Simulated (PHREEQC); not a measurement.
A column of 0.1 m (30 cells, dispersivity 0.008 m, 300 s a shift, diffusion coefficient 3e-10 m²/s) holds 0.13 eq of the database's cation exchanger X per kg of pore water, first in equilibrium with 15 mmol/kgw KCl, 9.1 mmol/kgw KBr and 0.01 mmol/kgw HCl. It is flushed with 18 mmol/kgw CaCl2, 61 mmol/kgw CdCl2, 0.5 mmol/kgw KBr and 0.01 mmol/kgw HCl, at 25 °C. Values are for the last cell. The system is closed to CO2. Nothing may precipitate in this run.

The series has 31 steps of pore volumes, from 0 to 4.017.

Model: ion-association model, phreeqc.dat, run in PHREEQC.

Problem. After how many pore volumes does Cd at the outlet first reach half of its feed value?

Solution. By 1.4 pore volumes.

Problem. After how many pore volumes does Ca at the outlet first reach half of its feed value?

Solution. By 3.1 pore volumes.
